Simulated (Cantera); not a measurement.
Ignition delay

Mixture: 4.25 % CH₄, 0.595 % H₂, 20.0 % O₂, 75.2 % N₂, at 3.65 atm, adiabatic and at constant pressure. Ignition delay is the time to a rise of 400 K.

Detailed kinetics in Cantera: GRI-Mech 3.0 (53 species, 325 reactions).

| T0 (K) | delay (ms) |
|---|---|
| 1250 | 1.61 |
| 1325 | 0.795 |
| 1400 | 0.406 |
| 1475 | 0.218 |
| 1550 | 0.123 |
| 1625 | 0.0735 |
| 1700 | 0.0460 |
| 1775 | 0.0300 |
| 1850 | 0.0203 |

The apparent activation energy between 1700 and 1850 K is 140 kJ/mol.
